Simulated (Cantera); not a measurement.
Input: 1 mol PbO, 2.6 mol CO, 40 mol N₂, held at 1.00 Torr.

Equilibrium computed with Cantera from the NASA thermochemical tables; the gas is ideal and each condensed phase is pure. Candidate condensed phases: C, Pb, PbO, PbO₂, Pb₃O₄; 27 gas species. The numbers say what is thermodynamically allowed, not how fast it happens. All values below are at 975 K.

Base state: N₂ 0.933, CO 0.0373, CO₂ 0.0233, Pb 0.00688 (mole fractions); condensed: Pb(l).

**Question.** What changes in the equilibrium state with this change: CO from 2.6 to 0.12 mol?

**Answer.** 
| species | before | after |
|---|---|---|
| N₂ | 0.933 | 0.994 |
| CO₂ | 0.0233 | 0.00298 |
| Pb | 0.00688 | 0.00298 |
| CO | 0.0373 | 1.09e-7 |
| PbO | 5.11e-9 | 9.73e-5 |
| Pb(l), mol | 0.705 | 0 |
| PbO(yellow), mol | 0 | 0.876 |
